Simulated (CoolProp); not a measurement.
Computed with CoolProp (reference Helmholtz-energy equation of state, Lemmon 2016).

Question: Give the vapour pressure (bar), liquid density (kg/m³), vapour density (kg/m³), liquid cp (kJ/(kg K)) of saturated R365MFC at 68.85, 130.05 °C.

Answer: 
```tsv
T (°C)	p (bar)	liquid density (kg/m³)	vapour density (kg/m³)	liquid cp (kJ/(kg K))
68.85	2.57	1160	14.7	1.47
130.05	11.4	980	67.4	1.71
```
